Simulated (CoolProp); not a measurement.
Vapour pressure (MPa) of octamethylcyclotetrasiloxane (D4): the reference equation beside estimates from Tc = 313.4 °C, pc = 1.347 MPa, ω = 0.598. Clausius-Clapeyron is anchored at 105.45 °C with a constant enthalpy of vaporisation of 46.49 kJ/mol.

Model: reference Helmholtz-energy equation of state, Thol 2015, in CoolProp.

| T (°C) | reference | Lee-Kesler | Clausius-Clapeyron | Redlich-Kwong |
|---|---|---|---|---|
| 89.15 | 0.005491 | 0.005601 | 0.005606 | 0.03722 |
| 97.35 | 0.007829 | 0.007939 | 0.007888 | 0.04645 |
| 105.45 | 0.01089 | 0.01100 | 0.01089 | 0.05715 |
| 113.55 | 0.01488 | 0.01497 | 0.01484 | 0.06959 |
| 121.75 | 0.02007 | 0.02013 | 0.02004 | 0.08411 |
| 129.85 | 0.02654 | 0.02657 | 0.02664 | 0.1005 |
| 137.95 | 0.03459 | 0.03459 | 0.03502 | 0.1191 |
| 146.05 | 0.04449 | 0.04444 | 0.04554 | 0.1401 |
| 154.25 | 0.05667 | 0.05658 | 0.05882 | 0.1639 |
| 162.35 | 0.07116 | 0.07102 | 0.07503 | 0.1902 |
| 170.45 | 0.08841 | 0.08822 | 0.09485 | 0.2192 |
| 178.65 | 0.1090 | 0.1088 | 0.1192 | 0.2517 |

Absolute difference from the reference over all 12 rows, mean and median: Lee-Kesler 0.5 and 0.2 %, Clausius-Clapeyron 2.8 and 1.7 %, Redlich-Kwong 296.3 and 261.5 %.
